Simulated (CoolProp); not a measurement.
Propylene along the isotherm 254 K: Z from the reference equation and from simpler models built on Tc = 364.2 K, pc = 4.555 MPa, ω = 0.146; each cubic takes its own stable root.

The numbers come from the reference Helmholtz-energy equation of state, Lemmon 2013 in CoolProp.

```
p (MPa)   phase  reference
-------  ------  ---------
0.144       gas     0.9652
0.211       gas     0.9482
0.455    liquid    0.01581
0.669    liquid    0.02323
0.981    liquid    0.03404
1.44     liquid    0.04990
2.11     liquid    0.07298
3.1      liquid     0.1069
4.55     liquid     0.1564
6.69     liquid     0.2287
9.81     liquid     0.3330
14.4     liquid     0.4840
21.1     liquid     0.7002
31       liquid      1.012
45.5     liquid      1.455
```

Problem. How far does each simpler model (Soave-Redlich-Kwong, Peng-Robinson) lie from the reference over these 15 states: mean and median of the absolute difference, and the worst?

Solution. 
- Soave-Redlich-Kwong: mean 5.3 %, median 6.1 %, worst +7.1 % at 254 K and 0.455 MPa
- Peng-Robinson: mean 5.2 %, median 5.6 %, worst -6.7 % at 254 K and 45.5 MPa
